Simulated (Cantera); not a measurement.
Input: 1 mol SiH2Cl2, a varied amount of C3H8, 12 mol H2, at 1498 K and 0.0700 bar.

Cantera equilibrium calculation (NASA polynomials, part measured and part estimated; ideal gas, pure solids and liquids). Candidate condensed phases: C, C6H6, C7H8, C8H18, Si, SiC; 109 gas species. Mutual solubility and eutectic melting of coexisting phases are not modelled. The tables' values for SiCl3 are old estimates; treat these amounts as uncertain. Rates play no part.

x: gas mole fraction; n: condensed amount in mol.

```json
[
 {"n(C3H8) (mol)": "0.024", "x H2": "0.888", "x HCl": "0.0841", "x SiCl2": "0.0256", "x SiCl3": "0.00152", "x SiHCl3": "0.000315", "n Si(s)": "0.537", "n SiC(s)": "0.0720"},
 {"n(C3H8) (mol)": "0.057", "x H2": "0.889", "x HCl": "0.0836", "x SiCl2": "0.0252", "x SiCl3": "0.00149", "x SiHCl3": "0.000309", "n Si(s)": "___", "n SiC(s)": "___"},
 {"n(C3H8) (mol)": "0.09", "x H2": "0.890", "x HCl": "0.0831", "x SiCl2": "0.0249", "x SiCl3": "0.00147", "x SiHCl3": "0.000303", "n Si(s)": "0.343", "n SiC(s)": "0.270"},
 {"n(C3H8) (mol)": "0.12", "x H2": "0.891", "x HCl": "0.0827", "x SiCl2": "0.0246", "x SiCl3": "0.00144", "x SiHCl3": "0.000298", "n Si(s)": "0.254", "n SiC(s)": "0.360"},
 {"n(C3H8) (mol)": "0.16", "x H2": "0.892", "x HCl": "0.0821", "x SiCl2": "0.0242", "x SiCl3": "0.00141", "x SiHCl3": "0.000291", "n Si(s)": "___", "n SiC(s)": "___"},
 {"n(C3H8) (mol)": "0.19", "x H2": "0.892", "x HCl": "0.0816", "x SiCl2": "0.0239", "x SiCl3": "0.00138", "x SiHCl3": "0.000286", "n Si(s)": "0.0478", "n SiC(s)": "0.570"},
 {"n(C3H8) (mol)": "0.22", "x H2": "0.890", "x HCl": "0.0868", "x SiCl2": "0.0210", "x SiCl3": "0.00129", "x SiHCl3": "0.000267", "n Si(s)": "0", "n SiC(s)": "0.660"},
 {"n(C3H8) (mol)": "0.25", "x H2": "0.885", "x HCl": "0.0983", "x SiCl2": "0.0151", "x SiCl3": "0.00106", "x SiHCl3": "0.000218", "n Si(s)": "0", "n SiC(s)": "0.750"}
]
```

Complete the blanks.


- 0.16, n Si(s): 0.136
- 0.16, n SiC(s): 0.480
- 0.057, n Si(s): 0.440
- 0.057, n SiC(s): 0.171
